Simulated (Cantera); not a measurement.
Cantera with NASA thermochemical tables; ideal gases at 1 bar, condensed phases pure. Values are per mole of reaction as written; species without (g) are pure solids or liquids, kept so even where they would boil at 1 bar.

Problem. Between 925 and 1075 K, where is each reaction favourable under standard conditions?
- 4 Ta2O5 + N2(g) ⇌ 2 NO2(g) + 8 TaO2(g)
- 2 NO(g) + Ta ⇌ 2 N(g) + TaO2(g)

Solution. 
- 4 Ta2O5 + N2(g) ⇌ 2 NO2(g) + 8 TaO2(g): ΔG° is 4903 kJ at 925 K and 4641 kJ at 1075 K; it stays positive (K < 1). ΔH° is 6503 kJ and ΔS° 1733 J/K at 1075 K.
- 2 NO(g) + Ta ⇌ 2 N(g) + TaO2(g): ΔG° is 446 kJ at 925 K and 427 kJ at 1075 K; it stays positive (K < 1). ΔH° is 564 kJ and ΔS° 128 J/K at 1075 K.
